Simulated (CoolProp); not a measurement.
Vapour-liquid equilibrium of hydrogen chloride (1) + ethane (2) at -29.65 °C; x and y are mole fractions of (1).

Values from CoolProp's multi-fluid Helmholtz-energy mixture model, Thol 2018 and Bücker 2006; pair parameters Bell 2016.

| x | bubble pressure (MPa) | y at the bubble point | dew pressure at overall composition x (MPa) | liquid density (mol/L) |
|---|---|---|---|---|
| 0.05 | 1.159 | 0.103 | 1.115 | 15.57 |
| 0.125 | 1.259 | 0.218 | 1.178 | 16.05 |
| 0.2 | 1.333 | 0.303 | 1.243 | 16.58 |
| 0.275 | 1.385 | 0.370 | 1.309 | 17.17 |
| 0.35 | 1.420 | 0.424 | 1.370 | 17.84 |
| 0.425 | 1.441 | 0.471 | 1.421 | 18.59 |
| 0.5 | 1.451 | 0.513 | 1.449 | 19.43 |
| 0.575 | 1.450 | 0.553 | 1.445 | 20.38 |
| 0.65 | 1.438 | 0.594 | 1.406 | 21.45 |
| 0.725 | 1.413 | 0.639 | 1.345 | 22.64 |
| 0.8 | 1.372 | 0.694 | 1.275 | 23.97 |
| 0.875 | 1.304 | 0.769 | 1.203 | 25.46 |
| 0.95 | 1.196 | 0.882 | 1.134 | 27.11 |

y crosses x between x = 0.5 and 0.575: the model has an azeotrope there.

The pair parameters rest on a limited set of measurements; away from them the model extrapolates.
